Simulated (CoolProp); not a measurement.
A simple Rankine cycle with water: condensing at 298.15 K, boiler at 0.232 MPa, turbine inlet 438.1 K, turbine efficiency 0.9, pump efficiency 0.8, no recuperator. Each further row changes one setting.

Computed with CoolProp (reference Helmholtz-energy equation of state, Wagner 2002).

```json
[
 {"case": "as stated", "thermal efficiency (%)": "21.1", "net work (kJ/kg)": "(withheld)", "heat in (kJ/kg)": "2690", "turbine exit temperature (K)": "298.1", "volume ratio over the turbine": "(withheld)"},
 {"case": "turbine inlet 458.1 K", "thermal efficiency (%)": "21.2", "net work (kJ/kg)": "581", "heat in (kJ/kg)": "2730", "turbine exit temperature (K)": "298.1", "volume ratio over the turbine": "42.5"},
 {"case": "condensing temperature 290.15 K", "thermal efficiency (%)": "(withheld)", "net work (kJ/kg)": "619", "heat in (kJ/kg)": "2730", "turbine exit temperature (K)": "290.1", "volume ratio over the turbine": "69.0"},
 {"case": "boiler pressure 0.162 MPa", "thermal efficiency (%)": "19.5", "net work (kJ/kg)": "(withheld)", "heat in (kJ/kg)": "2700", "turbine exit temperature (K)": "298.1", "volume ratio over the turbine": "(withheld)"},
 {"case": "turbine efficiency 0.8", "thermal efficiency (%)": "18.8", "net work (kJ/kg)": "(withheld)", "heat in (kJ/kg)": "2690", "turbine exit temperature (K)": "298.1", "volume ratio over the turbine": "(withheld)"}
]
```

Question: What belongs in the gaps?

Answer: 
- as stated, net work (kJ/kg): 568
- as stated, volume ratio over the turbine: 44.0
- condensing temperature 290.15 K, thermal efficiency (%): 22.7
- boiler pressure 0.162 MPa, net work (kJ/kg): 526
- boiler pressure 0.162 MPa, volume ratio over the turbine: 31.2
- turbine efficiency 0.8, net work (kJ/kg): 505
- turbine efficiency 0.8, volume ratio over the turbine: 45.3

The expansion ends wet for: as stated; turbine inlet 458.1 K; condensing temperature 290.15 K; boiler pressure 0.162 MPa; turbine efficiency 0.8.
